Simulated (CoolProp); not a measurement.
Vapour-liquid equilibrium of isohexane (1) + n-hexane (2) at 397.1 K; x and y are mole fractions of (1).

Computed with CoolProp (multi-fluid Helmholtz-energy mixture model, Lemmon 2006 and Thol 2019; pair parameters Bell 2016).

| x | bubble pressure (MPa) | y at the bubble point | dew pressure at overall composition x (MPa) | liquid density (mol/L) |
|---|---|---|---|---|
| 0.05 | 0.4425 | 0.060 | 0.4417 | 6.420 |
| 0.125 | 0.4505 | 0.147 | 0.4485 | 6.412 |
| 0.2 | 0.4583 | 0.231 | 0.4554 | (withheld) |
| 0.275 | (withheld) | 0.312 | 0.4625 | 6.396 |
| 0.35 | 0.4739 | 0.391 | 0.4698 | 6.388 |
| 0.425 | 0.4815 | 0.468 | 0.4772 | 6.381 |
| 0.5 | 0.4890 | 0.543 | 0.4847 | 6.373 |
| 0.575 | 0.4963 | 0.615 | 0.4922 | 6.365 |
| 0.65 | 0.5035 | 0.686 | (withheld) | 6.358 |
| 0.725 | 0.5106 | 0.755 | 0.5075 | 6.351 |
| 0.8 | 0.5175 | 0.823 | 0.5151 | 6.344 |
| 0.875 | 0.5242 | 0.890 | 0.5227 | 6.338 |
| 0.95 | 0.5308 | 0.956 | 0.5302 | 6.331 |

Q: Fill in the missing entries.

A: 
- 0.2, liquid density (mol/L): 6.404
- 0.275, bubble pressure (MPa): 0.4661
- 0.65, dew pressure at overall composition x (MPa): 0.4998

No azeotrope shows between x = 0.05 and 0.95.

Pair parameters are fitted to limited data, so mixtures are less certain than the pure fluids.
